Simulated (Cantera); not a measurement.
# Catalytic combustion on Pt

An isothermal plug-flow reactor at 673 K and 0.257 atm (inlet), inlet velocity 3.2 m/s, active area per volume 120 1/m; feed H₂ : O₂ : N₂ : H₂O = 0.0057 : 0.013 : 1.7 : 0.019 (molar parts).

Computed with Cantera and Deutschmann's 1995 Pt surface mechanism with GRI-Mech 3.0 gas chemistry. Catalytic surfaces can have several steady states; this one follows from the mechanism file's or the stated starting coverage. Mass transfer to the wall is taken as infinitely fast.

```
z (m)        x H₂     x O₂   x H₂O  θ free Pt   θ O*    θ OH*
-------  --------  -------  ------  ---------  -----  -------
3.3e-05   0.00319  0.00743  0.0110      0.752  0.242  0.00614
5.8e-05   0.00312  0.00740  0.0111      0.739  0.255  0.00622
0.0001    0.00301  0.00735  0.0112      0.718  0.275  0.00634
0.00018   0.00282  0.00725  0.0114      0.681  0.312  0.00652
0.00033   0.00251  0.00710  0.0117      0.621  0.373  0.00675
0.00058   0.00212  0.00690  0.0121      0.539  0.454  0.00692
0.001     0.00167  0.00668  0.0126      0.438  0.555  0.00691
0.0018    0.00118  0.00643  0.0131      0.320  0.673  0.00654
0.0033   0.000746  0.00622  0.0135      0.211  0.784  0.00576
```
x: gas mole fraction; θ: surface coverage.
